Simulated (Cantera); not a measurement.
Feed: 1 mol Cu2O, 7.6 mol C, 0.34 mol N2, held at 10000 Pa.

These are equilibrium values from Cantera (NASA tables, ideal gas, pure condensed phases), not measurements of a reactor. Candidate condensed phases: C, Cu, CuO, Cu2O; 27 gas species. Kinetics and transport are ignored.

Which condensed phases are stable at each of these points (T (K)): 1423, 1573, 1723, 1873, 2023, 2173, 2323, 2473, 2623?


```json
[
 {"T (K)": "1423", "condensed phases": "C(graphite) + Cu(l)", "Cu condensed (%)": "100.0"},
 {"T (K)": "1573", "condensed phases": "C(graphite) + Cu(l)", "Cu condensed (%)": "100.0"},
 {"T (K)": "1723", "condensed phases": "C(graphite) + Cu(l)", "Cu condensed (%)": "99.9"},
 {"T (K)": "1873", "condensed phases": "C(graphite) + Cu(l)", "Cu condensed (%)": "99.2"},
 {"T (K)": "2023", "condensed phases": "C(graphite) + Cu(l)", "Cu condensed (%)": "96.2"},
 {"T (K)": "2173", "condensed phases": "C(graphite) + Cu(l)", "Cu condensed (%)": "84.2"},
 {"T (K)": "2323", "condensed phases": "C(graphite) + Cu(l)", "Cu condensed (%)": "10.7"},
 {"T (K)": "2473", "condensed phases": "C(graphite)", "Cu condensed (%)": "0.0"},
 {"T (K)": "2623", "condensed phases": "C(graphite)", "Cu condensed (%)": "0.0"}
]
```

From 1423 K to 2323 K the condensed part is C(graphite) + Cu(l). From 2473 K to 2623 K the condensed part is C(graphite).
